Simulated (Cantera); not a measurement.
Input: 1 mol SiH₂Cl₂, a varied amount of HCl, 6 mol H₂, at 133 Pa.

Points: T (K) = 873, 948, 1023, 1098, 1173, 1248, 1323, 1398, 1473, 1548, 1623; n(HCl) (mol) = 0.24, 0.32, 0.43, 0.58, 0.79, 1.1, 1.4, 1.9.

Cantera's Mixture.equilibrate('TP', solver="vcs", rtol=1e-11, max_steps=5000) on the NASA tables stopped like this:

```
ERROR: FAILURE its = 5001!

*******************************************************************************
CanteraError thrown by MultiPhase::equilibrate:
VCS solver failed. Return code: -1
*******************************************************************************
```

What got this run through?

This is not unique; one that fits is The failure is numerical, not chemical. The same input converged with solver="gibbs", rtol=1e-10, max_steps=50000, and the result passed a check of the equilibrium conditions:
```
    873       0.24  Si(cr)
    873       0.32  Si(cr)
    873       0.43  Si(cr)
    873       0.58  Si(cr)
    873       0.79  Si(cr)
    873        1.1  Si(cr)
    873        1.4  Si(cr)
    873        1.9  Si(cr)
    948       0.24  Si(cr)
    948       0.32  Si(cr)
    948       0.43  Si(cr)
    948       0.58  Si(cr)
    948       0.79  Si(cr)
    948        1.1  Si(cr)
    948        1.4  Si(cr)
    948        1.9  Si(cr)
   1023       0.24  Si(cr)
   1023       0.32  Si(cr)
   1023       0.43  Si(cr)
   1023       0.58  Si(cr)
   1023       0.79  Si(cr)
   1023        1.1  Si(cr)
   1023        1.4  Si(cr)
   1023        1.9  Si(cr)
   1098       0.24  Si(cr)
   1098       0.32  Si(cr)
   1098       0.43  Si(cr)
   1098       0.58  Si(cr)
   1098       0.79  Si(cr)
   1098        1.1  Si(cr)
   1098        1.4  Si(cr)
   1098        1.9  Si(cr)
   1173       0.24  Si(cr)
   1173       0.32  Si(cr)
   1173       0.43  Si(cr)
   1173       0.58  Si(cr)
   1173       0.79  Si(cr)
   1173        1.1  Si(cr)
   1173        1.4  Si(cr)
   1173        1.9  Si(cr)
   1248       0.24  Si(cr)
   1248       0.32  Si(cr)
   1248       0.43  Si(cr)
   1248       0.58  Si(cr)
   1248       0.79  Si(cr)
   1248        1.1  Si(cr)
   1248        1.4  Si(cr)
   1248        1.9  gas only
   1323       0.24  Si(cr)
   1323       0.32  Si(cr)
   1323       0.43  Si(cr)
   1323       0.58  Si(cr)
   1323       0.79  Si(cr)
   1323        1.1  Si(cr)
   1323        1.4  Si(cr)
   1323        1.9  gas only
   1398       0.24  Si(cr)
   1398       0.32  Si(cr)
   1398       0.43  Si(cr)
   1398       0.58  Si(cr)
   1398       0.79  Si(cr)
   1398        1.1  Si(cr)
   1398        1.4  Si(cr)
   1398        1.9  gas only
   1473       0.24  Si(cr)
   1473       0.32  Si(cr)
   1473       0.43  Si(cr)
   1473       0.58  Si(cr)
   1473       0.79  Si(cr)
   1473        1.1  Si(cr)
   1473        1.4  Si(cr)
   1473        1.9  gas only
   1548       0.24  Si(cr)
   1548       0.32  Si(cr)
   1548       0.43  Si(cr)
   1548       0.58  Si(cr)
   1548       0.79  Si(cr)
   1548        1.1  Si(cr)
   1548        1.4  Si(cr)
   1548        1.9  gas only
   1623       0.24  Si(cr)
   1623       0.32  Si(cr)
   1623       0.43  Si(cr)
   1623       0.58  Si(cr)
   1623       0.79  Si(cr)
   1623        1.1  Si(cr)
   1623        1.4  Si(cr)
   1623        1.9  gas only
```

The gas is ideal and each condensed phase is pure. The tables' values for SiCl3 are old estimates.
